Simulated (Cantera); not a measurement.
Cantera run:

```python
import numpy as np
import cantera as ct

gas_names = [...]  # 148 gases of nasa_gas.yaml made of Al, C, H, N, O
cond_names = """
    AL(cr) AL(L) ALN(s) AL2O3(a) AL2O3(L) C(gr) C6H6(L) C7H8(L) C8H18(L),n-octa H2O(s) H2O(L)
""".split()


# ... load() reads the species with a 1 bar reference pressure and builds the phases ...
atoms = {
    'Al(CH3)3': {'AL': 1, 'C': 3, 'H': 9},
    'N2O': {'N': 2, 'O': 1},
    'N2': {'N': 2},
}
top_T = {'ALN(s)': 2750, 'C(gr)': 4500}  # K; cautious upper limits of use, not melting points


# ... equilibrate(T, P, feed) seeds the gas with the atoms and calls Mixture.equilibrate('TP', solver="vcs", rtol=1e-11, max_steps=5000) ...
results = []
T = 1775  # K
P = 8000  # Pa
for m in [120, 190, 260, 340, 410, 480, 550, 630, 700, 770, 840, 920]:
    feed = {'Al(CH3)3': 1, 'N2O': 13, 'N2': m}  # mol
    mix = equilibrate(T, P, feed)
    results.append((T, P, feed, dict(zip(mix.species_names, mix.species_moles))))
    x = sorted(zip(gas.X, gas.species_names), reverse=True)
    print(f"T = {T:g} K  P = {P:g} Pa  n(N2) = {m:g} mol  gas = {mix.phase_moles(0):.4g} mol")
    print("   x: " + "  ".join(f"{s} {v:.3e}" for v, s in x if v > 1e-05))
    print("   condensed (mol): " + ("  ".join(f"{mix.phase(i).name} {mix.phase_moles(i):.4g}"
          for i in range(1, mix.n_phases) if mix.phase_moles(i) > 1e-12) or "none"))
```

It prints:

```
T = 1775 K  P = 8000 Pa  n(N2) = 120 mol  gas = 141 mol
   x: N2 9.428e-01  H2O 3.171e-02  CO2 2.107e-02  O2 3.361e-03  NO 5.277e-04  OH 2.228e-04  CO 2.033e-04  H2 8.225e-05  O 1.962e-05
   condensed (mol): AL2O3(a) 0.5
T = 1775 K  P = 8000 Pa  n(N2) = 190 mol  gas = 211 mol
   x: N2 9.617e-01  H2O 2.117e-02  CO2 1.405e-02  O2 2.223e-03  NO 4.334e-04  CO 1.667e-04  OH 1.642e-04  H2 6.752e-05  O 1.596e-05
   condensed (mol): AL2O3(a) 0.5
T = 1775 K  P = 8000 Pa  n(N2) = 260 mol  gas = 281 mol
   x: N2 9.712e-01  H2O 1.588e-02  CO2 1.053e-02  O2 1.655e-03  NO 3.758e-04  CO 1.448e-04  OH 1.321e-04  H2 5.871e-05  O 1.377e-05
   condensed (mol): AL2O3(a) 0.5
T = 1775 K  P = 8000 Pa  n(N2) = 340 mol  gas = 361 mol
   x: N2 9.775e-01  H2O 1.235e-02  CO2 8.181e-03  O2 1.278e-03  NO 3.313e-04  CO 1.281e-04  OH 1.092e-04  H2 5.197e-05  O 1.210e-05
   condensed (mol): AL2O3(a) 0.5
T = 1775 K  P = 8000 Pa  n(N2) = 410 mol  gas = 431.1 mol
   x: N2 9.812e-01  H2O 1.034e-02  CO2 6.842e-03  O2 1.063e-03  NO 3.028e-04  CO 1.174e-04  OH 9.543e-05  H2 4.768e-05  O 1.104e-05
   condensed (mol): AL2O3(a) 0.5
T = 1775 K  P = 8000 Pa  n(N2) = 480 mol  gas = 501.1 mol
   x: N2 9.838e-01  H2O 8.891e-03  CO2 5.878e-03  O2 9.097e-04  NO 2.804e-04  CO 1.090e-04  OH 8.510e-05  H2 4.433e-05  O 1.021e-05
   condensed (mol): AL2O3(a) 0.5
T = 1775 K  P = 8000 Pa  n(N2) = 550 mol  gas = 571.1 mol
   x: N2 9.858e-01  H2O 7.797e-03  CO2 5.151e-03  O2 7.940e-04  NO 2.623e-04  CO 1.023e-04  OH 7.703e-05  H2 4.161e-05
   condensed (mol): AL2O3(a) 0.5
T = 1775 K  P = 8000 Pa  n(N2) = 630 mol  gas = 651.1 mol
   x: N2 9.875e-01  H2O 6.835e-03  CO2 4.512e-03  O2 6.926e-04  NO 2.452e-04  CO 9.592e-05  OH 6.970e-05  H2 3.905e-05
   condensed (mol): AL2O3(a) 0.5
T = 1775 K  P = 8000 Pa  n(N2) = 700 mol  gas = 721.1 mol
   x: N2 9.887e-01  H2O 6.168e-03  CO2 4.069e-03  O2 6.226e-04  NO 2.326e-04  CO 9.125e-05  OH 6.447e-05  H2 3.718e-05
   condensed (mol): AL2O3(a) 0.5
T = 1775 K  P = 8000 Pa  n(N2) = 770 mol  gas = 791.1 mol
   x: N2 9.897e-01  H2O 5.620e-03  CO2 3.705e-03  O2 5.651e-04  NO 2.217e-04  CO 8.720e-05  OH 6.007e-05  H2 3.555e-05
   condensed (mol): AL2O3(a) 0.5
T = 1775 K  P = 8000 Pa  n(N2) = 840 mol  gas = 861.1 mol
   x: N2 9.905e-01  H2O 5.161e-03  CO2 3.400e-03  O2 5.171e-04  NO 2.121e-04  CO 8.366e-05  OH 5.630e-05  H2 3.413e-05
   condensed (mol): AL2O3(a) 0.5
T = 1775 K  P = 8000 Pa  n(N2) = 920 mol  gas = 941.1 mol
   x: N2 9.913e-01  H2O 4.720e-03  CO2 3.108e-03  O2 4.711e-04  NO 2.026e-04  CO 8.011e-05  OH 5.260e-05  H2 3.270e-05
   condensed (mol): AL2O3(a) 0.5
```

Cantera equilibrium calculation (NASA polynomials, part measured and part estimated; ideal gas, pure solids and liquids). The feed counts by its element totals alone.
